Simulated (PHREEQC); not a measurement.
A solution holds 0.0014 mol CdCl2, 0.15 mol KCl and 0.0074 mol H2SO4 per kg of water, at 55 °C. Closed to the air; pH follows from the charge balance.

All values are PHREEQC results (ion-association model, phreeqc.dat), not measurements.

| quantity | before | after |
|---|---|---|
| pH | 2.01 | 2.06 |
| ionic strength (mol/kgw) | 0.165 | 0.163 |
| SO4-2 (mol/kgw) | 0.00328 | 0.00217 |
| HSO4- (mol/kgw) | 0.00255 | 0.00374 |
| KSO4- (mol/kgw) | 0.00155 | 0.00148 |
| CdCl+ (mol/kgw) | 0.000851 | 0.000830 |
| SI of Sylvite (KCl) | -2.98 | -3.13 |

Q: What was changed between the two runs?
A) temperature from 55 to 90 °C
B) temperature from 55 to 45 °C
C) temperature from 55 to 65 °C
D) H2SO4 from 0.0074 to 0.0148 mol/kgw
E) diluted 100-fold with water

A: A, temperature from 55 to 90 °C

Precipitation was switched off in this run. Constants without temperature data keep their 25 °C values here.
